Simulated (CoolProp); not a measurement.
Vapour-liquid equilibrium of CHF3 (R23) (1) + CH2F2 (R32) (2) at -92.35 °C; x and y are mole fractions of (1).

Computed with CoolProp (multi-fluid Helmholtz-energy mixture model, Penoncello 2003 and Tillner-Roth 1997; pair parameters Bell 2016).

**Question.** Give the bubble pressure and the first vapour's composition at x = 0.15, 0.75, 0.85. Is there an azeotrope?

**Answer.** x = 0.15: 14.58 kPa, y = 0.568; x = 0.75: 42.27 kPa, y = 0.953; x = 0.85: 46.75 kPa, y = 0.974. No azeotrope shows between x = 0.05 and 0.95.

The pair parameters rest on a limited set of measurements; away from them the model extrapolates.
